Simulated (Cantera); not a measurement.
**Premixed flame**

A freely propagating, adiabatic, planar premixed flame of H2 : O2 : N2 = 1 : 0.5 : 1.88 (molar parts), unburnt at 625 K and 233 Torr; mixture-averaged transport, grid criteria slope 0.08 and curve 0.16, no radiation.

Cantera simulation using the H2/O2 subset of GRI-Mech 3.0, which has no nitrogen chemistry; the numbers are that mechanism's predictions, not measurements. Burning velocities carry a grid error of a few per cent, more on coarse grids.

| z (mm) | T (K) | u (m/s) | x H2 | x O2 | x OH | x H2O2 | x H2O | x H |
|---|---|---|---|---|---|---|---|---|
| -6.63 | 625 | 7.20 | 0.296 | 0.148 | <1e-8 | <1e-8 | <1e-8 | <1e-8 |
| -4.42 | 625 | 7.20 | 0.296 | 0.148 | <1e-8 | <1e-8 | <1e-8 | <1e-8 |
| -3.31 | 625 | 7.20 | 0.296 | 0.148 | <1e-8 | <1e-8 | <1e-8 | <1e-8 |
| -2.21 | 625 | 7.20 | 0.296 | 0.148 | <1e-8 | <1e-8 | 1.64e-8 | 9.31e-8 |
| -1.10 | 631 | 7.26 | 0.295 | 0.148 | 2.47e-5 | 7.30e-7 | 0.000358 | 0.000206 |
| -0.552 | 755 | 8.58 | 0.273 | 0.145 | 0.000428 | 2.27e-6 | 0.0112 | 0.00696 |
| 0 | 1162 | 12.8 | 0.147 | 0.0999 | 0.00370 | 1.70e-6 | 0.105 | 0.0557 |
| 0.552 | 1460 | 15.8 | 0.0558 | 0.0422 | 0.00984 | 1.55e-6 | 0.206 | 0.0803 |
| 1.10 | 1593 | 17.1 | 0.0490 | 0.0338 | 0.0127 | 1.02e-6 | 0.221 | 0.0722 |
| 2.21 | 1743 | 18.6 | 0.0497 | 0.0302 | 0.0156 | 5.53e-7 | 0.230 | 0.0585 |
| 4.42 | 1906 | 20.1 | 0.0491 | 0.0265 | 0.0181 | 2.88e-7 | 0.241 | 0.0443 |
| 8.84 | 2069 | 21.5 | 0.0462 | 0.0226 | 0.0195 | 1.64e-7 | 0.254 | 0.0315 |
| 17.7 | 2224 | 22.8 | 0.0412 | 0.0188 | 0.0195 | 1.11e-7 | 0.269 | 0.0207 |
x: mole fraction of selected species; z is measured from the peak of heat release.

```
Property                    Result
------------------------  --------
laminar burning velocity  720 cm/s
thermal thickness          2.21 mm
peak x(OH)                  0.0197
peak x(H2O2)               2.34e-6
peak x(H)                   0.0804
grid points                    133
```
